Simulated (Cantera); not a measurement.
An isothermal, constant-pressure homogeneous reactor starts with CO : O₂ : H₂O : N₂ = 0.0053 : 0.047 : 0.0013 : 1 (molar parts), equivalence ratio 0.056, at 1073 K and 40000 Pa.

Model: GRI-Mech 3.0 (53 species, 325 reactions), integrated in Cantera.

x: mole fraction; the columns are a selection and need not sum to one.

| t (s) | x CO | x O₂ | x H₂O | x N₂O | x HO₂ | x H₂ |
|---|---|---|---|---|---|---|
| 2.00e-5 | 0.00503 | 0.0446 | 0.00123 | <1e-12 | <1e-12 | <1e-12 |
| 7.02e-5 | 0.00503 | 0.0446 | 0.00123 | <1e-12 | <1e-12 | <1e-12 |
| 0.000247 | 0.00503 | 0.0446 | 0.00123 | <1e-12 | <1e-12 | <1e-12 |
| 0.000866 | 0.00503 | 0.0446 | 0.00123 | <1e-12 | 2.43e-12 | <1e-12 |
| 0.00304 | 0.00503 | 0.0446 | 0.00123 | <1e-12 | 7.24e-11 | <1e-12 |
| 0.0107 | 0.00503 | 0.0446 | 0.00123 | 1.66e-12 | (withheld) | 2.13e-11 |
| 0.0375 | 0.00502 | 0.0446 | 0.00123 | 7.49e-10 | (withheld) | 3.55e-8 |
| 0.132 | 0.00174 | 0.0430 | 0.00123 | 2.26e-7 | (withheld) | 3.38e-6 |
| 0.462 | 0.000230 | 0.0423 | 0.00123 | 3.68e-7 | (withheld) | 3.46e-7 |
| 1.62 | 1.82e-5 | 0.0422 | 0.00124 | 4.10e-7 | (withheld) | 1.79e-8 |
| 5.70 | 1.02e-6 | 0.0422 | 0.00124 | 4.08e-7 | (withheld) | 9.33e-10 |
| 20.0 | 4.45e-8 | 0.0422 | 0.00124 | 3.65e-7 | 5.08e-10 | 7.27e-11 |

Question: Fill in the missing entries.

Answer: 
- 0.0107, x HO₂: 2.24e-9
- 0.0375, x HO₂: 6.60e-7
- 0.132, x HO₂: 1.29e-6
- 0.462, x HO₂: 4.43e-7
- 1.62, x HO₂: 7.65e-8
- 5.70, x HO₂: 6.30e-9
